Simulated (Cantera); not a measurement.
What does this Cantera script print?

```python
import numpy as np
import cantera as ct

gas = ct.Solution("SiF4_NH3_mec.yaml", "gas")
gas.TPX = 2075, 58000, {'NH3': 1, 'H2': 1.2}
reactor = ct.IdealGasConstPressureReactor(gas, energy="off", clone=False)
net = ct.ReactorNet([reactor])
net.rtol, net.atol = 1e-08, 1e-18
show = ['NH3', 'H2', 'N2', 'N2H2', 'H', 'NH2', 'N2H4']
times = np.geomspace(4e-06, 300, 10)

steps = ct.SolutionArray(gas, extra=["t"])
rows = []
print(f"{'t/s':>10s}{'T/K':>9s}{'P/Pa':>11s}" + "".join(f"{s:>11s}" for s in show))
for t in times:
    while net.time < t:
        t_next = net.step()
        steps.append(gas.state, t=t_next)
    rows.append([np.interp(t, steps.t, y) for y in (steps.T, steps.P, *steps(*show).X.T)])
    print(f"{t:10.3e}{rows[-1][0]:9.1f}{rows[-1][1]:11.4g}" + "".join(f"{x:11.3e}" for x in rows[-1][2:]))
rate = np.gradient(steps.T, steps.t)
print("integrator steps:", len(steps.t))
if steps.T.max() > steps.T[0] + 200:
    print(f"time of steepest temperature rise: {steps.t[rate.argmax()]:.4e} s")
gas.TPX = 2075, 58000, {'NH3': 1, 'H2': 1.2}
gas.equilibrate("TP")
print(f"equilibrium (TP): T = {gas.T:.1f} K  " + "  ".join(f"{s} {gas[s].X[0]:.3e}" for s in show))
```

Result:

```
       t/s      T/K       P/Pa        NH3         H2         N2       N2H2          H        NH2       N2H4
 4.000e-06   2075.0    5.8e+04  4.545e-01  5.455e-01  3.011e-11  1.134e-09  1.447e-05  3.503e-05  1.752e-10
 3.000e-05   2075.0    5.8e+04  4.542e-01  5.454e-01  5.870e-07  1.217e-07  1.054e-04  2.608e-04  1.011e-08
 2.249e-04   2075.0    5.8e+04  4.513e-01  5.466e-01  6.278e-04  3.554e-06  4.120e-04  1.012e-03  1.528e-07
 1.687e-03   2075.0    5.8e+04  4.269e-01  5.626e-01  9.007e-03  3.492e-06  4.414e-04  9.967e-04  1.483e-07
 1.265e-02   2075.0    5.8e+04  2.894e-01  6.528e-01  5.637e-02  2.114e-06  5.819e-04  7.683e-04  8.808e-08
 9.486e-02   2075.0    5.8e+04  2.980e-02  8.227e-01  1.458e-01  1.474e-07  1.529e-03  1.652e-04  4.065e-09
 7.114e-01   2075.0    5.8e+04  2.365e-04  8.406e-01  1.559e-01  6.685e-11  3.224e-03  2.707e-06  1.088e-12
 5.335e+00   2075.0    5.8e+04  2.445e-05  8.408e-01  1.560e-01  1.059e-12  3.228e-03  2.801e-07  1.165e-14
 4.001e+01   2075.0    5.8e+04  4.126e-06  8.408e-01  1.560e-01  3.663e-13  3.228e-03  4.728e-08  3.332e-16
 3.000e+02   2075.0    5.8e+04  3.139e-06  8.408e-01  1.560e-01  3.577e-13  3.228e-03  3.597e-08  1.934e-16
integrator steps: 1879
equilibrium (TP): T = 2075.0 K  NH3 3.139e-06  H2 8.408e-01  N2 1.560e-01  N2H2 3.577e-13  H 3.228e-03  NH2 3.597e-08  N2H4 1.934e-16
```

Detailed kinetics in Cantera: the gas-phase N/H chemistry of the illustrative SiF4/NH3 mechanism in the Surface Chemkin manual (1991). Walls and surfaces, which speed up NH3 decomposition in real reactors, are not modelled.
